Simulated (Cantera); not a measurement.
An isothermal plug-flow reactor at 625 K and 240000 Pa (inlet), inlet velocity 0.08 m/s, active area per volume 1300 1/m; feed 2.37 % H₂, 19.7 % O₂, 77.9 % N₂.

Computed with Cantera and Deutschmann's 1995 Pt surface mechanism with GRI-Mech 3.0 gas chemistry. Catalytic surfaces can have several steady states; this one follows from the mechanism file's or the stated starting coverage. Mass transfer to the wall is taken as infinitely fast.

x: gas mole fraction; θ: surface coverage.

```
z (m)          x H₂   x O₂   x H₂O   θ free Pt   θ O*       θ OH*
-------  ----------  -----  ------  ----------  -----  ----------
7.7e-05     0.00265  0.189  0.0213      0.0236  0.964      0.0121
0.00017     0.00127  0.188  0.0227      0.0114  0.980     0.00860
0.00036  (withheld)  0.188  0.0233  (withheld)  0.988  (withheld)
0.00077  (withheld)  0.188  0.0237  (withheld)  0.993  (withheld)
0.0017     0.000118  0.188  0.0238     0.00142  0.995     0.00311
0.0036      4.16e-5  0.188  0.0239    0.000933  0.997     0.00253
0.0077      7.86e-6  0.188  0.0239    0.000761  0.997     0.00228
```

Task: Complete the blanks.

Result: 
- 0.00036, x H₂: 0.000610
- 0.00036, θ free Pt: 0.00555
- 0.00036, θ OH*: 0.00609
- 0.00077, x H₂: 0.000283
- 0.00077, θ free Pt: 0.00272
- 0.00077, θ OH*: 0.00429
